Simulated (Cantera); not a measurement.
Feed: 1 mol C₂H₂, 0.51 mol H₂, equilibrated at 827 °C and 6.50 bar.

Cantera equilibrium calculation (NASA polynomials, part measured and part estimated; ideal gas, pure solids and liquids). Candidate condensed phases: C, C₆H₆, C₇H₈, C₈H₁₈; 76 gas species. Rates play no part.

Base state: H₂ 0.837, CH₄ 0.163, C₂H₆ 1.25e-5 (mole fractions); condensed: C(graphite).

Question: What changes in the equilibrium state with this change: pressure from 6.50 bar to 0.133 bar?

Answer: 
```json
[
 {"species": "H₂", "before": "0.837", "after": "0.995"},
 {"species": "CH₄", "before": "0.163", "after": "0.00474"},
 {"species": "C₂H₆", "before": "1.25e-5", "after": "8.89e-9"},
 {"species": "C(graphite), mol", "before": "1.79", "after": "1.99"}
]
```
